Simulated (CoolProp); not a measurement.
Vapour-liquid equilibrium of n-butane (1) + cyclohexane (2) at 393.6 K; x and y are mole fractions of (1).

Model: multi-fluid Helmholtz-energy mixture model, Bücker 2006 and Zhou 2014; pair parameters Bell 2016, in CoolProp.

| x | bubble pressure (kPa) | y at the bubble point | dew pressure at overall composition x (kPa) | liquid density (mol/L) |
|---|---|---|---|---|
| 0.05 | 355.4 | 0.206 | 304.6 | 8.076 |
| 0.125 | 462.9 | 0.423 | 327.0 | 8.108 |
| 0.2 | 582.5 | 0.568 | 353.0 | 8.133 |
| 0.275 | 711.6 | 0.669 | 383.6 | 8.149 |
| 0.35 | 848.0 | 0.742 | 420.1 | 8.156 |
| 0.425 | 989.5 | 0.797 | 464.5 | 8.151 |
| 0.5 | 1135 | 0.839 | 519.5 | 8.133 |
| 0.575 | 1282 | 0.872 | 589.8 | 8.098 |
| 0.65 | 1432 | 0.900 | 682.6 | 8.044 |
| 0.725 | 1586 | 0.923 | 810.8 | 7.966 |
| 0.8 | 1744 | 0.945 | 999.0 | 7.856 |
| 0.875 | 1912 | 0.965 | 1297 | 7.705 |
| 0.95 | 2095 | 0.985 | 1788 | 7.496 |

No azeotrope shows between x = 0.05 and 0.95.

The pair parameters rest on a limited set of measurements; away from them the model extrapolates.
